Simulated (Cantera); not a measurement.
Charge: 1 mol Al(CH3)3, 13 mol N2, 4.4 mol H2, 69 mol NH3, held at 8.00 mbar.

Method: chemical equilibrium by Gibbs-energy minimisation in Cantera with the NASA 1993 tables (ideal gas, pure condensed phases). Candidate condensed phases: Al, AlN, C, C6H6, C7H8, C8H18; 97 gas species. The feed counts by its element totals alone. The numbers say what is thermodynamically allowed, not how fast it happens.

**Question.** At 1973 K, list the 4 most abundant gas species with their mole fractions, and the condensed phases.

**Answer.** H2 0.684, N2 0.290, H 0.0125, Al 0.00604. Condensed: C(graphite).
